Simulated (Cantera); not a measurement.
Input: 1 mol SiCl4, 0.62 mol O2, 43 mol H2, equilibrated at 1000 Pa.

Cantera equilibrium calculation (NASA polynomials, part measured and part estimated; ideal gas, pure solids and liquids). Candidate condensed phases: H2O, Si, SiO2; 30 gas species. The tables hold silica as quartz up to 1696 K and as liquid above; real silica turns to tridymite and cristobalite and melts near 1996 K. The numbers say what is thermodynamically allowed, not how fast it happens.

**Question.** At 1302 °C, list the 4 most abundant gas species with their mole fractions, and the condensed phases.

**Answer.** H2 0.896, HCl 0.0870, SiO 0.0163, H 0.000393. Condensed: SiO2(β-quartz).
